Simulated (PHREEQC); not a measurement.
Consider water at 45 °C with 0.068 mol NH3, 0.0038 mol K2SO4 and 0.0021 mol KH2PO4 per kg of water. Closed to the air; pH follows from the charge balance.

The numbers come from PHREEQC with the ion-association model, phreeqc.dat.

The pH comes out as 10.12, the ionic strength comes out as 0.0179 mol/kgw and the specific conductance is 2370 µS/cm. The total alkalinity is 68.0 meq/kg.

```csv
species,molality,activity,log γ
NH3,0.0653,0.0655,0.002
K+,0.00949,0.00825,-0.061
SO4-2,0.00354,0.00207,-0.232
NH4+,0.00268,0.00231,-0.064
HPO4-2,0.00204,0.00120,-0.232
OH-,0.000615,0.000535,-0.061
KSO4-,0.000190,0.000167,-0.057
NH4SO4-,7.09e-5,6.18e-5,-0.060
```

Precipitation was switched off in this run. Complexes and solids missing from the database can't appear. Away from 25 °C the constants follow the database's enthalpies or fits; those with neither stay at their 25 °C values.
